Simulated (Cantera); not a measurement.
**Gas activation for diamond growth**

An isothermal, constant-pressure homogeneous reactor starts with 0.981 % CH₄, 98.1 % H₂, 0.961 % CO₂, at 1648 K and 2900 Pa.

Model: GRI-Mech 3.0 (53 species, 325 reactions), integrated in Cantera. Radical loss at walls, strong at low pressure, is not modelled.

```json
[
 {"t (s)": "0.000800", "x CH₄": "0.00981", "x H₂": "0.981", "x CO₂": "0.00961", "x CH₂O": "<1e-12", "x H": "3.38e-6", "x C₂H₄": "1.40e-11", "x C₂H₆": "8.65e-12"},
 {"t (s)": "0.00144", "x CH₄": "0.00980", "x H₂": "0.981", "x CO₂": "0.00961", "x CH₂O": "3.35e-12", "x H": "6.11e-6", "x C₂H₄": "7.75e-11", "x C₂H₆": "4.13e-11"},
 {"t (s)": "0.00259", "x CH₄": "0.00980", "x H₂": "0.981", "x CO₂": "0.00961", "x CH₂O": "1.88e-11", "x H": "1.10e-5", "x C₂H₄": "4.39e-10", "x C₂H₆": "1.86e-10"},
 {"t (s)": "0.00467", "x CH₄": "0.00980", "x H₂": "0.981", "x CO₂": "0.00960", "x CH₂O": "9.97e-11", "x H": "1.99e-5", "x C₂H₄": "2.50e-9", "x C₂H₆": "7.62e-10"},
 {"t (s)": "0.00840", "x CH₄": "0.00980", "x H₂": "0.981", "x CO₂": "0.00959", "x CH₂O": "4.50e-10", "x H": "3.57e-5", "x C₂H₄": "1.42e-8", "x C₂H₆": "2.80e-9"},
 {"t (s)": "0.0151", "x CH₄": "0.00979", "x H₂": "0.980", "x CO₂": "0.00955", "x CH₂O": "1.39e-9", "x H": "6.41e-5", "x C₂H₄": "7.82e-8", "x C₂H₆": "9.24e-9"},
 {"t (s)": "0.0272", "x CH₄": "0.00978", "x H₂": "0.980", "x CO₂": "0.00942", "x CH₂O": "2.89e-9", "x H": "0.000114", "x C₂H₄": "3.89e-7", "x C₂H₆": "2.75e-8"},
 {"t (s)": "0.0490", "x CH₄": "0.00976", "x H₂": "0.980", "x CO₂": "0.00902", "x CH₂O": "5.04e-9", "x H": "0.000198", "x C₂H₄": "1.48e-6", "x C₂H₆": "7.16e-8"},
 {"t (s)": "0.0882", "x CH₄": "0.00971", "x H₂": "0.979", "x CO₂": "0.00792", "x CH₂O": "7.52e-9", "x H": "0.000318", "x C₂H₄": "3.53e-6", "x C₂H₆": "1.51e-7"},
 {"t (s)": "0.159", "x CH₄": "0.00958", "x H₂": "0.976", "x CO₂": "0.00562", "x CH₂O": "8.38e-9", "x H": "0.000433", "x C₂H₄": "5.34e-6", "x C₂H₆": "2.32e-7"},
 {"t (s)": "0.286", "x CH₄": "0.00932", "x H₂": "0.973", "x CO₂": "0.00266", "x CH₂O": "6.61e-9", "x H": "0.000482", "x C₂H₄": "6.02e-6", "x C₂H₆": "2.57e-7"},
 {"t (s)": "0.514", "x CH₄": "0.00887", "x H₂": "0.972", "x CO₂": "0.000668", "x CH₂O": "4.75e-9", "x H": "0.000490", "x C₂H₄": "6.04e-6", "x C₂H₆": "2.38e-7"},
 {"t (s)": "0.926", "x CH₄": "0.00814", "x H₂": "0.971", "x CO₂": "7.82e-5", "x CH₂O": "3.94e-9", "x H": "0.000492", "x C₂H₄": "5.99e-6", "x C₂H₆": "2.02e-7"},
 {"t (s)": "1.67", "x CH₄": "0.00709", "x H₂": "0.972", "x CO₂": "2.98e-5", "x CH₂O": "3.43e-9", "x H": "0.000496", "x C₂H₄": "6.03e-6", "x C₂H₆": "1.55e-7"},
 {"t (s)": "3.00", "x CH₄": "0.00574", "x H₂": "0.973", "x CO₂": "2.92e-5", "x CH₂O": "2.82e-9", "x H": "0.000500", "x C₂H₄": "6.25e-6", "x C₂H₆": "1.03e-7"}
]
```
x: mole fraction; the columns are a selection and need not sum to one.

Equilibrium at this temperature and pressure: CH₄ 4.75e-5, H₂ 0.981, CO₂ 1.61e-9, CH₂O 2.28e-10, H 0.000521, C₂H₄ 1.50e-7, C₂H₆ 1.33e-11 (gas phase only).
